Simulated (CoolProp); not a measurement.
Vapour-liquid equilibrium of propane (1) + isobutene (2) at 0.998 MPa; x and y are mole fractions of (1).

Model: multi-fluid Helmholtz-energy mixture model, Lemmon 2009 and Lemmon 2005; pair parameters Bell 2016, in CoolProp.

### Question
Give the bubble temperature and the first vapour's composition at x = 0.2, 0.8, 0.875. Is there an azeotrope?

### Answer
x = 0.2: 56.8 °C, y = 0.372; x = 0.8: 33.0 °C, y = 0.898; x = 0.875: 30.6 °C, y = 0.940. No azeotrope shows between x = 0.05 and 0.95.

The pair parameters rest on a limited set of measurements; away from them the model extrapolates. The gap from Raoult's law changes sign with composition, which may be real or a fault of the pair parameters; it wasn't checked against measurements.
